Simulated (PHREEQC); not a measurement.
## Copper plating or etch bath: an equilibrium model

A solution holds 0.053 mol/kgw Cu(BF4)2, 0.00076 mol/kgw HNO3 and 0.0035 mol/kgw H3BO3, at 44 °C. Closed to the air; pH follows from the charge balance.

The numbers come from PHREEQC with the ion-association model, wateq4f.dat.

Each row changes one thing in this solution. Precipitation was switched off in this run.

```json
[
 {"case": "as made", "pH": "2.58", "ionic strength (mol/kgw)": "0.161", "H3BO3 (mol/kgw)": "0.00397", "H2BO3- (mol/kgw)": "1.79e-9"},
 {"case": "temperature from 44 to 25 °C", "pH": "2.56", "ionic strength (mol/kgw)": "0.161", "H3BO3 (mol/kgw)": "0.00354", "H2BO3- (mol/kgw)": "1.09e-9"},
 {"case": "H3BO3 from 0.0035 to 0.00525 mol/kgw", "pH": "2.56", "ionic strength (mol/kgw)": "0.161", "H3BO3 (mol/kgw)": "0.00529", "H2BO3- (mol/kgw)": "2.30e-9"},
 {"case": "HNO3 from 0.00076 to 0.00114 mol/kgw", "pH": "2.55", "ionic strength (mol/kgw)": "0.161", "H3BO3 (mol/kgw)": "0.00400", "H2BO3- (mol/kgw)": "1.70e-9"},
 {"case": "Cu(BF4)2 left out", "pH": "3.13", "ionic strength (mol/kgw)": "0.000760", "H3BO3 (mol/kgw)": "0.00350", "H2BO3- (mol/kgw)": "3.91e-9"},
 {"case": "H3BO3 replaced by Na2B4O7 at the same molality", "pH": "3.02", "ionic strength (mol/kgw)": "0.165", "H3BO3 (mol/kgw)": "…", "H2BO3- (mol/kgw)": "1.44e-8"},
 {"case": "diluted 5-fold with water", "pH": "2.88", "ionic strength (mol/kgw)": "…", "H3BO3 (mol/kgw)": "0.00213", "H2BO3- (mol/kgw)": "1.55e-9"},
 {"case": "H3BO3 left out", "pH": "2.62", "ionic strength (mol/kgw)": "0.160", "H3BO3 (mol/kgw)": "0.00172", "H2BO3- (mol/kgw)": "8.49e-10"}
]
```

Problem. What belongs in the gaps?

Solution. 
- H3BO3 replaced by Na2B4O7 at the same molality, H3BO3 (mol/kgw): 0.0114
- diluted 5-fold with water, ionic strength (mol/kgw): 0.0328

Constants without temperature data keep their 25 °C values here. Real BF4- forms and hydrolyses slowly; the run takes it at equilibrium.
